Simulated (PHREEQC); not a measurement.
# Leach liquor

Make-up at 75 °C: 0.0016 mol H2SO4, 0.00019 mol LiCl and 0.0079 mol MnSO4 per kg of water. Closed to the air; pH follows from the charge balance.

Model: ion-association model, phreeqc.dat, run in PHREEQC.

No solid was allowed to form.

Task: Predict the pH, ionic strength.

Result: pH 2.84; ionic strength 0.0216 mol/kgw.

Task: In which forms is S present?

Result: SO4-2 52 %, MnSO4 31 %, HSO4- 16 % of the S.

Away from 25 °C the constants follow the database's enthalpies or fits; those with neither stay at their 25 °C values.
